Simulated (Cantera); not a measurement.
## Equilibrium for silicon oxide and oxynitride deposition: Si₂H₆ + O₃

Charge: 1 mol Si₂H₆, 0.056 mol O₃, at 1.00 mbar.

Cantera equilibrium calculation (NASA polynomials, part measured and part estimated; ideal gas, pure solids and liquids). Candidate condensed phases: H₂O, Si, SiO₂; 18 gas species. The feed counts by its element totals alone. Mutual solubility and eutectic melting of coexisting phases are not modelled. The tables hold silica as quartz up to 1696 K and as liquid above; real silica turns to tridymite and cristobalite and melts near 1996 K. The numbers say what is thermodynamically allowed, not how fast it happens.

```csv
T (K),x H₂,x SiO,x H,x Si,x SiH₂,x SiH,x H₂O,x Si₂,n Si(s),n SiO₂(β-quartz)
1375,0.957,0.0430,0.000106,4.11e-7,2.47e-7,7.15e-8,7.32e-7,1.98e-10,1.85,0.0166
1400,0.947,0.0530,0.000150,8.23e-7,3.57e-7,1.26e-7,7.17e-7,4.89e-10,1.83,0
1425,0.947,0.0530,0.000210,1.61e-6,5.13e-7,2.20e-7,5.80e-7,1.17e-9,1.83,0
1450,0.947,0.0530,0.000291,3.08e-6,7.28e-7,3.76e-7,4.73e-7,2.72e-9,1.83,0
1475,0.947,0.0530,0.000399,5.75e-6,1.02e-6,6.31e-7,3.88e-7,6.13e-9,1.83,0
1500,0.946,0.0530,0.000542,1.05e-5,1.42e-6,1.04e-6,3.20e-7,1.35e-8,1.83,0
1525,0.946,0.0530,0.000728,1.89e-5,1.95e-6,1.68e-6,2.66e-7,2.88e-8,1.83,0
```
x: gas mole fraction; n: condensed amount in mol.

At 1375 K the condensed part is Si(s) + SiO₂(β-quartz). From 1400 K to 1525 K the condensed part is Si(s). The main Si-bearing gas is SiO throughout.
